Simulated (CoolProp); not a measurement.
Computed with CoolProp (reference Helmholtz-energy equation of state, Setzmann 1991).

Question: Give the vapour pressure (bar), liquid density (kg/m³), vapour density (kg/m³), liquid cp (kJ/(kg K)) of saturated methane at 171.2 K.

Answer: 
| T (K) | p (bar) | liquid density (kg/m³) | vapour density (kg/m³) | liquid cp (kJ/(kg K)) |
|---|---|---|---|---|
| 171.2 | 24.3 | 307 | 41.1 | 5.33 |
